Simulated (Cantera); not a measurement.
## Calcination and drying: CaSO4 + H2 + CO2

Charge: 1 mol CaSO4, 1.5 mol H2, a varied amount of CO2, equilibrated at 1500 °C and 218 Torr.

These are equilibrium values from Cantera (NASA tables, ideal gas, pure condensed phases), not measurements of a reactor. Candidate condensed phases: C, C6H6, C7H8, C8H18, Ca, CaCO3, CaO, Ca(OH)2, CaS, CaSO4, H2O, H2SO4, S; 129 gas species. The numbers say what is thermodynamically allowed, not how fast it happens.

```csv
n(CO2) (mol),x H2O,x SO2,x CO2,x CO,x H2,x S2,x SO,n CaO(s)
0.082,0.538,0.329,0.0237,0.00909,0.0556,0.0246,0.0119,1.000
0.11,0.532,0.326,0.0314,0.0120,0.0547,0.0238,0.0117,1.000
0.14,0.525,0.324,0.0395,0.0150,0.0538,0.0229,0.0116,1.000
0.17,0.519,0.321,0.0475,0.0180,0.0529,0.0220,0.0114,1.000
0.22,0.510,0.317,0.0604,0.0226,0.0514,0.0206,0.0112,1.000
0.29,0.497,0.311,0.0777,0.0287,0.0494,0.0188,0.0108,1.000
0.37,0.483,0.305,0.0966,0.0351,0.0472,0.0169,0.0104,1.000
0.48,0.465,0.297,0.121,0.0429,0.0443,0.0145,0.00989,1.000
0.62,0.444,0.287,0.150,0.0515,0.0410,0.0119,0.00926,1.000
0.8,0.420,0.276,0.185,0.0605,0.0371,0.00912,0.00849,1.000
1,0.397,0.264,0.220,0.0681,0.0331,0.00668,0.00769,1.000
1.3,0.368,0.248,0.268,0.0757,0.0279,0.00407,0.00658,1.000
1.7,0.335,0.228,0.326,0.0803,0.0223,0.00202,0.00530,1.000
```
x: gas mole fraction; n: condensed amount in mol.

From 0.082 mol CO2 to 1.7 mol CO2 the condensed part is CaO(s). The main Ca-bearing gas is Ca(OH)2 throughout.
